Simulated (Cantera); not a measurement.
**Stirred combustor or abatement burner**

A perfectly stirred reactor is fed with CH4 : O2 : N2 = 1 : 1.67 : 6.27 (molar parts), equivalence ratio 1.2, at 2250 Torr; it is adiabatic with a 648 K inlet, and is followed from long to short residence time, starting on the burning branch (τ in s: 0.1, 0.048, 0.022, 0.011, 0.0049, 0.0023, 0.0011, 0.00051, 0.00024, 0.00011, 5.3e-05, 2.5e-05, 1.2e-05).

Detailed kinetics in Cantera: GRI-Mech 3.0 (53 species, 325 reactions).

```tsv
τ (s)	T (K)	x CH4	x O2	x NO	x CH2O	x O	x CH2CO	x C2H4
0.10	2375	3.47e-6	0.000249	0.000537	2.89e-7	7.34e-5	4.63e-9	2.58e-10
0.048	2373	6.40e-6	0.000301	0.000549	5.56e-7	8.40e-5	9.07e-9	8.99e-10
0.022	2369	1.14e-5	0.000403	0.000566	1.07e-6	0.000105	1.77e-8	2.96e-9
0.011	2362	1.81e-5	0.000559	0.000580	1.82e-6	0.000138	3.08e-8	7.52e-9
0.0049	2351	2.95e-5	0.000863	0.000588	3.23e-6	0.000203	5.56e-8	1.96e-8
0.0023	2337	4.60e-5	0.00132	0.000581	5.38e-6	0.000303	9.32e-8	4.43e-8
0.0011	2317	7.19e-5	0.00201	0.000554	8.73e-6	0.000450	1.53e-7	9.50e-8
0.00051	2289	0.000119	0.00307	0.000500	1.45e-5	0.000666	2.61e-7	2.15e-7
0.00024	2256	0.000205	0.00458	0.000424	2.45e-5	0.000933	4.79e-7	5.14e-7
0.00011	2212	0.000390	0.00695	0.000329	4.45e-5	0.00122	1.06e-6	1.48e-6
5.3e-5	2161	0.000811	0.0108	0.000232	8.60e-5	0.00136	2.95e-6	5.27e-6
2.5e-5	648	0.112	0.187	<1e-12	<1e-12	<1e-12	<1e-12	<1e-12
1.2e-5	648	0.112	0.187	<1e-12	<1e-12	<1e-12	<1e-12	<1e-12
```
x: mole fraction; the columns are a selection and need not sum to one.
